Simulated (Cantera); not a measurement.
**Iron carbonyl, mercury and lead vapours: Hg + N2**

Charge: 1 mol Hg, 0.77 mol N2, held at 0.133 bar.

Cantera equilibrium calculation (NASA polynomials, part measured and part estimated; ideal gas, pure solids and liquids). Candidate condensed phases: Hg; 3 gas species. Rates play no part.

```tsv
T (K)	log p N2	log p Hg	n Hg(l)
500	-1.09	-1.28	0.509
525	-1.24	-1.12	0
550	-1.24	-1.12	0
575	-1.24	-1.12	0
600	-1.24	-1.12	0
625	-1.24	-1.12	0
650	-1.24	-1.12	0
```
log p: log10 of the partial pressure in bar; n: condensed amount in mol.

At 500 K the condensed part is Hg(l). From 525 K to 650 K nothing is condensed. The main Hg-bearing gas is Hg throughout.
